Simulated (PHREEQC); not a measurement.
Solution (35 °C): 7.6 mmol/kgw HCl, 64 mmol/kgw AlCl3 and 1.1 mmol/kgw KCl. Closed to the air; pH follows from the charge balance.

All values are PHREEQC results (ion-association model, phreeqc.dat), not measurements.

```csv
quantity,before,after
pH,2.23,1.53
AlOH+2 (mol/kgw),7.89e-5,1.59e-5
Al(OH)2+ (mol/kgw),8.20e-8,3.28e-9
SI of Gibbsite (Al(OH)3),-3.11,-5.20
SI of Sylvite (KCl),-4.97,-4.91
```

Problem. Which change was made?
A) HCl from 0.0076 to 0.0152 mol/kgw
B) KCl from 0.0011 to 0.0055 mol/kgw
C) temperature from 35 to 65 °C
D) diluted 5-fold with water
E) HCl from 0.0076 to 0.038 mol/kgw

Solution. E, HCl from 0.0076 to 0.038 mol/kgw

Precipitation was switched off in this run.
